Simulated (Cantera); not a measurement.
A Cantera script and what it prints.

```python
import numpy as np
import cantera as ct

gas_names = [...]  # 113 gases of nasa_gas.yaml made of C, H, O, Pb
cond_names = """
    C(gr) C6H6(L) C7H8(L) C8H18(L),n-octa H2O(s) H2O(L) Pb(cr) Pb(L) PbO(rd) PbO(yw) PbO(L) PbO2(s)
    Pb3O4(s)
""".split()


# ... load() reads the species with a 1 bar reference pressure and builds the phases ...
atoms = {
    'PbO': {'Pb': 1, 'O': 1},
    'C': {'C': 1},
    'H2': {'H': 2},
}
top_T = {'C(gr)': 4500, 'Pb3O4(s)': 820}  # K; cautious upper limits of use, not melting points


# ... equilibrate(T, P, feed) seeds the gas with the atoms and calls Mixture.equilibrate('TP', solver="vcs", rtol=1e-11, max_steps=5000) ...
results = []
feed = {'PbO': 1, 'C': 0.58, 'H2': 0.17}  # mol
T = 2623  # K
P = 13000  # Pa
mix = equilibrate(T, P, feed)
results.append((T, P, feed, dict(zip(mix.species_names, mix.species_moles))))
x = sorted(zip(gas.X, gas.species_names), reverse=True)
print(f"T = {T:g} K  P = {P:g} Pa  gas = {mix.phase_moles(0):.4g} mol")
print("   x: " + "  ".join(f"{s} {v:.3e}" for v, s in x if v > 1e-05))
print("   condensed (mol): " + ("  ".join(f"{mix.phase(i).name} {mix.phase_moles(i):.4g}"
      for i in range(1, mix.n_phases) if mix.phase_moles(i) > 1e-12) or "none"))
```

Result:

```
T = 2623 K  P = 13000 Pa  gas = 1.8 mol
   x: Pb 5.161e-01  CO 2.212e-01  CO2 1.010e-01  H2O 6.011e-02  PbO 3.927e-02  H2 2.017e-02  H 1.659e-02  OH 1.172e-02  O2 7.526e-03  O 6.214e-03  Pb2 6.378e-05
   condensed (mol): none
```

Method: chemical equilibrium by Gibbs-energy minimisation in Cantera with the NASA 1993 tables (ideal gas, pure condensed phases). Gases not in the tables: (PbO)n polymers.
